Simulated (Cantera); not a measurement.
Input (Python, Cantera) and output of one run.

```python
import numpy as np
import cantera as ct

gas_names = """
    N2 NO
""".split()
cond_names = """
    Ta2O5(s) Ta2O5(L) Ta(cr) Ta(L)
""".split()


def load(file, names, dense=False):
    # The tables refer to 1 bar. Condensed volumes are neglected.
    table = {s.name: s for s in ct.Species.list_from_file(file)}
    out = []
    for n in names:
        d = dict(table[n].input_data)
        d["thermo"] = dict(d["thermo"], **{"reference-pressure": 1e5})
        if dense:
            d["equation-of-state"] = {"model": "constant-volume", "density": "1e6 g/cm^3"}
        out.append(ct.Species.from_dict(d))
    return out


species = {s.name: s for s in load("nasa_gas.yaml", gas_names) + load("nasa_condensed.yaml", cond_names)}
# Each term lists the table entries of one substance; the one whose range holds T is used.
reactions = {
    '5 N2(g) + 2 Ta2O5 = 10 NO(g) + 4 Ta':
        [(-5, ['N2']), (-2, ['Ta2O5(s)', 'Ta2O5(L)']), (10, ['NO']), (4, ['Ta(cr)', 'Ta(L)'])],
}


def pick(names, T):
    return next(species[n] for n in names if species[n].thermo.min_temp <= T <= species[n].thermo.max_temp)


results = []
for label, terms in reactions.items():
    print(label)
    print("     T/K   dH/kJ  dS/(J/K)   dG/kJ   log10 K")
    for T in [300, 1248, 1448, 1648, 1848, 2048, 2248, 2448, 2648, 2848]:
        used = [(nu, pick(names, T)) for nu, names in terms]
        dH = sum(nu * s.thermo.h(T) for nu, s in used) / 1e6
        dS = sum(nu * s.thermo.s(T) for nu, s in used) / 1e3
        dG = dH - T * dS / 1e3
        logK = -dG * 1e6 / (ct.gas_constant * T * np.log(10))
        results.append((label, T, dH, dS, dG, logK, [s.name for _, s in used]))
        print(f"{T:8g} {dH:8.1f} {dS:8.1f} {dG:8.1f} {logK:8.2f}")
```

Output:

```
5 N2(g) + 2 Ta2O5 = 10 NO(g) + 4 Ta
     T/K   dH/kJ  dS/(J/K)   dG/kJ   log10 K
     300   5004.6   1028.9   4696.0  -817.63
    1248   4944.3    948.1   3761.1  -157.42
    1448   4927.8    935.8   3572.7  -128.88
    1648   4911.0    924.9   3386.7  -107.34
    1848   4894.0    915.2   3202.7   -90.52
    2048   4877.0    906.5   3020.5   -77.04
    2248   4603.7    774.4   2862.9   -66.52
    2448   4570.8    760.4   2709.5   -57.81
    2648   4539.3    748.0   2558.7   -50.47
    2848   4509.4    737.1   2410.2   -44.20
```

Cantera with NASA thermochemical tables; ideal gases at 1 bar, condensed phases pure. Condensed species are held in their standard states even where they would react or evaporate.
